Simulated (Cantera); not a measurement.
A closed system holds: 1 mol B2O3, 0.34 mol H2O, 0.63 mol H2, equilibrated at 23.3 Torr.

Equilibrium computed with Cantera from the NASA thermochemical tables; the gas is ideal and each condensed phase is pure. Candidate condensed phases: B, B2O3, B3O3H3, H2O; 23 gas species. Gases not in the tables: H3BO3. Equilibrium is a limit: real reactors are often held back by kinetics, nucleation or transport.

Question: Which condensed phases are stable at each of these points (T (K)): 1098, 1198, 1298, 1398, 1498, 1598, 1698, 1798, 1898, 1998, 2098, 2198?

Answer: 
| T (K) | condensed phases | B condensed (%) |
|---|---|---|
| 1098 | B2O3(l) | 99.9 |
| 1198 | B2O3(l) | 99.8 |
| 1298 | B2O3(l) | 99.5 |
| 1398 | B2O3(l) | 98.5 |
| 1498 | B2O3(l) | 96.2 |
| 1598 | B2O3(l) | 91.4 |
| 1698 | B2O3(l) | 82.1 |
| 1798 | B2O3(l) | 61.7 |
| 1898 | gas only | 0.0 |
| 1998 | gas only | 0.0 |
| 2098 | gas only | 0.0 |
| 2198 | gas only | 0.0 |

From 1098 K to 1798 K the condensed part is B2O3(l). From 1898 K to 2198 K nothing is condensed.
